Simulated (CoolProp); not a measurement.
Values from CoolProp's reference Helmholtz-energy equation of state, Lemmon 2013.

Task: For propylene, give the phase and the cp (kJ/(kg K)), Joule-Thomson coefficient (K/MPa), viscosity (µPa s), conductivity (mW/(m K)) at 543.4 K and 1680 kPa; 268.4 K and 17.6 kPa; 101.5 K and 468 kPa.

Result: 
- 543.4 K and 1680 kPa: gas; cp 2.45, Joule-Thomson coefficient 3.37, viscosity 15.7, conductivity 52.1
- 268.4 K and 17.6 kPa: gas; cp 1.43, Joule-Thomson coefficient 23.2, viscosity 7.69, conductivity 14.3
- 101.5 K and 468 kPa: liquid; cp 2.14, Joule-Thomson coefficient -0.525, viscosity 3930, conductivity 185

Viscosity comes from a separate model (Huber 2003), an estimate that may be off by 10 % or more. Thermal conductivity comes from a separate model (Huber 2003), an estimate that may be off by 10 % or more.
